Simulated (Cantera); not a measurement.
# Ammonia decomposition in nitride growth gas

An isothermal, constant-pressure homogeneous reactor starts with 37.0 % NH₃, 63.0 % H₂, at 1723 K and 9500 Pa.

Cantera simulation using the gas-phase N/H chemistry of the illustrative SiF4/NH3 mechanism in the Surface Chemkin manual (1991); the numbers are that mechanism's predictions, not measurements. Walls and surfaces, which speed up NH3 decomposition in real reactors, are not modelled.

```tsv
t (s)	x NH₃	x H₂	x N₂	x NH	x H	x N
0.000300	0.370	0.630	1.70e-10	9.23e-10	2.67e-6	1.04e-12
0.000773	0.370	0.630	6.06e-9	6.25e-9	6.87e-6	1.90e-11
0.00199	0.370	0.630	1.52e-7	4.15e-8	1.77e-5	3.27e-10
0.00514	0.370	0.630	3.33e-6	2.62e-7	4.45e-5	5.16e-9
0.0132	0.370	0.630	5.82e-5	1.07e-6	9.04e-5	4.19e-8
0.0341	0.369	0.630	0.000377	1.41e-6	0.000104	6.32e-8
0.0879	0.367	0.632	0.00125	1.41e-6	0.000105	6.34e-8
0.227	0.361	0.636	0.00346	1.40e-6	0.000106	6.35e-8
0.584	0.346	0.645	0.00893	1.38e-6	0.000109	6.37e-8
1.51	0.311	0.667	0.0216	1.34e-6	0.000117	6.42e-8
3.88	0.241	0.712	0.0472	1.23e-6	0.000136	6.49e-8
10.0	0.136	0.778	0.0854	1.01e-6	0.000178	6.43e-8
```
x: mole fraction; the columns are a selection and need not sum to one.

Equilibrium at this temperature and pressure: NH₃ 9.59e-7, H₂ 0.864, N₂ 0.135, NH 5.67e-11, H 0.000554, N 1.04e-11 (gas phase only).
